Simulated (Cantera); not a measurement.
# Equilibrium for metals in furnace atmospheres: Fe + CO

Input: 1 mol Fe, 0.88 mol CO, at 1523.15 K.

Method: chemical equilibrium by Gibbs-energy minimisation in Cantera with the NASA 1993 tables (ideal gas, pure condensed phases). Candidate condensed phases: C, Fe, Fe(CO)5, FeO, Fe2O3, Fe3O4; 15 gas species. Iron dissolves carbon and melts from about 1420 K in contact with it, which pure phases cannot show. Condensed phases not in the tables: cementite and carbon dissolved in iron. Kinetics and transport are ignored.

```json
[
 {"P (Pa)": "10", "x CO": "0.998", "x CO2": "5.40e-8", "x Fe": "0.00243", "n Fe(γ)": "0.998", "n C(graphite)": "0"},
 {"P (Pa)": "120", "x CO": "1.000", "x CO2": "6.51e-7", "x Fe": "0.000203", "n Fe(γ)": "1.000", "n C(graphite)": "0"},
 {"P (Pa)": "1600", "x CO": "1.000", "x CO2": "8.68e-6", "x Fe": "1.52e-5", "n Fe(γ)": "1.000", "n C(graphite)": "0"},
 {"P (Pa)": "19000", "x CO": "1.000", "x CO2": "0.000103", "x Fe": "1.28e-6", "n Fe(γ)": "1.000", "n C(graphite)": "9.07e-5"},
 {"P (Pa)": "240000", "x CO": "0.999", "x CO2": "0.00130", "x Fe": "1.01e-7", "n Fe(γ)": "1.00", "n C(graphite)": "0.00114"},
 {"P (Pa)": "3000000", "x CO": "0.984", "x CO2": "0.0158", "x Fe": "8.12e-9", "n Fe(γ)": "1.00", "n C(graphite)": "0.0137"}
]
```
x: gas mole fraction; n: condensed amount in mol.

From 0.000100 bar to 0.0160 bar the condensed part is Fe(γ). From 0.190 bar to 30.0 bar the condensed part is C(graphite) + Fe(γ).
